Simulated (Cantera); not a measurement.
Cantera with NASA thermochemical tables; ideal gases at 1 bar, condensed phases pure. Values are per mole of reaction as written; species without (g) are pure solids or liquids, kept so even where they would boil at 1 bar.

a) 2 Sr + O₂(g) = 2 SrO
b) 0.8 Ta + O₂(g) = 0.4 Ta₂O₅
c) 0.8 V + O₂(g) = 0.4 V₂O₅

Problem. Order these by ΔG° at 675 K, most negative first.

Solution. a (-1048 kJ), b (-698 kJ), c (-503 kJ)
